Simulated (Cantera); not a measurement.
Charge: 1 mol Cu, 0.26 mol O2, 220 mol N2, equilibrated at 75.0 Torr.

Cantera equilibrium calculation (NASA polynomials, part measured and part estimated; ideal gas, pure solids and liquids). Candidate condensed phases: Cu, CuO, Cu2O; 12 gas species. Mutual solubility and eutectic melting of coexisting phases are not modelled. The numbers say what is thermodynamically allowed, not how fast it happens. All values below are at 1498 K.

Base state: N2 0.999, O2 0.000958, NO 9.21e-5, Cu 7.95e-5 (mole fractions); condensed: Cu(l) + Cu2O(s).

Task: What changes in the equilibrium state with this change: 1.4 mol H2 added?

Result: 
```csv
species,before,after
N2,0.999,0.994
H2,0,0.00397
H2O,0,0.00235
Cu,7.95e-5,7.95e-5
O2,0.000958,<1e-9
NO,9.21e-5,1.02e-8
"Cu(l), mol",0.827,0.982
"Cu2O(s), mol",0.0778,0
```
Further candidate phases: Cu(OH)2, H2O.

Task: What changes in the equilibrium state with this change: Cu replaced by Si?

Result: 
| species | before | after |
|---|---|---|
| N2 | 0.999 | 1.000 |
| SiO | 0 | 4.54e-5 |
| O2 | 0.000958 | <1e-9 |
| NO | 9.21e-5 | <1e-9 |
| Cu | 7.95e-5 | 0 |
| Cu(l), mol | 0.827 | 0 |
| Cu2O(s), mol | 0.0778 | 0 |
| SiO2(β-quartz), mol | 0 | 0.0100 |
| Si2N2O(s), mol | 0 | 0.490 |
N2 is the only nitrogen source here; it is nearly inert below about 1500 K, so the nitride shown seldom forms there in practice. The tables hold silica as quartz up to 1696 K and as liquid above; real silica turns to tridymite and cristobalite and melts near 1996 K. Further candidate phases: Si, SiO2, Si2N2O, Si3N4.
